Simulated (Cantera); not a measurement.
An isothermal, constant-pressure homogeneous reactor starts with 27.0 % N₂O, 0.135 % H₂, 72.9 % N₂, at 1200 K and 48.0 Torr.

Computed with Cantera and GRI-Mech 3.0 (53 species, 325 reactions). GRI-Mech 3.0 was tuned for natural gas; its chemistry of N2O as a main component is partial and can be far from experiment. The mechanism lacks the step 2 NO + O2 → 2 NO2, which can matter for NO2 below about 1400 K. The temperature is held fixed by assumption; the heat of reaction is taken as removed at once.

x: mole fraction; the columns are a selection and need not sum to one.

```json
[
 {"t (s)": "3.00e-6", "x N₂O": "0.270", "x H₂": "0.00135", "x O₂": "6.23e-11", "x H₂O₂": "<1e-12", "x NO₂": "<1e-12"},
 {"t (s)": "7.82e-6", "x N₂O": "0.270", "x H₂": "0.00135", "x O₂": "4.20e-10", "x H₂O₂": "<1e-12", "x NO₂": "<1e-12"},
 {"t (s)": "2.04e-5", "x N₂O": "0.270", "x H₂": "0.00135", "x O₂": "[?]", "x H₂O₂": "<1e-12", "x NO₂": "<1e-12"},
 {"t (s)": "5.31e-5", "x N₂O": "0.270", "x H₂": "0.00135", "x O₂": "[?]", "x H₂O₂": "<1e-12", "x NO₂": "<1e-12"},
 {"t (s)": "0.000138", "x N₂O": "0.270", "x H₂": "0.00135", "x O₂": "[?]", "x H₂O₂": "<1e-12", "x NO₂": "<1e-12"},
 {"t (s)": "0.000361", "x N₂O": "0.270", "x H₂": "0.00135", "x O₂": "[?]", "x H₂O₂": "<1e-12", "x NO₂": "<1e-12"},
 {"t (s)": "0.000940", "x N₂O": "0.270", "x H₂": "0.00135", "x O₂": "[?]", "x H₂O₂": "2.69e-12", "x NO₂": "4.02e-12"},
 {"t (s)": "0.00245", "x N₂O": "0.270", "x H₂": "0.00134", "x O₂": "[?]", "x H₂O₂": "7.97e-11", "x NO₂": "3.10e-10"},
 {"t (s)": "0.00638", "x N₂O": "0.270", "x H₂": "0.00130", "x O₂": "[?]", "x H₂O₂": "2.18e-9", "x NO₂": "1.52e-8"},
 {"t (s)": "0.0166", "x N₂O": "0.269", "x H₂": "0.00113", "x O₂": "[?]", "x H₂O₂": "1.85e-8", "x NO₂": "3.01e-7"},
 {"t (s)": "0.0434", "x N₂O": "0.269", "x H₂": "0.000724", "x O₂": "[?]", "x H₂O₂": "2.00e-8", "x NO₂": "1.91e-6"},
 {"t (s)": "0.113", "x N₂O": "0.267", "x H₂": "0.000276", "x O₂": "[?]", "x H₂O₂": "8.59e-9", "x NO₂": "8.05e-6"},
 {"t (s)": "0.294", "x N₂O": "0.265", "x H₂": "5.13e-5", "x O₂": "[?]", "x H₂O₂": "1.46e-9", "x NO₂": "2.23e-5"},
 {"t (s)": "0.767", "x N₂O": "0.259", "x H₂": "2.45e-6", "x O₂": "[?]", "x H₂O₂": "2.57e-10", "x NO₂": "3.19e-5"},
 {"t (s)": "2.00", "x N₂O": "0.246", "x H₂": "7.14e-9", "x O₂": "[?]", "x H₂O₂": "1.42e-10", "x NO₂": "3.59e-5"}
]
```

Some entries are withheld; supply them.


- 2.04e-5, x O₂: 2.81e-9
- 5.31e-5, x O₂: 1.84e-8
- 0.000138, x O₂: 1.14e-7
- 0.000361, x O₂: 6.23e-7
- 0.000940, x O₂: 2.68e-6
- 0.00245, x O₂: 8.79e-6
- 0.00638, x O₂: 2.51e-5
- 0.0166, x O₂: 7.07e-5
- 0.0434, x O₂: 0.000198
- 0.113, x O₂: 0.000532
- 0.294, x O₂: 0.00139
- 0.767, x O₂: 0.00360
- 2.00, x O₂: 0.00910
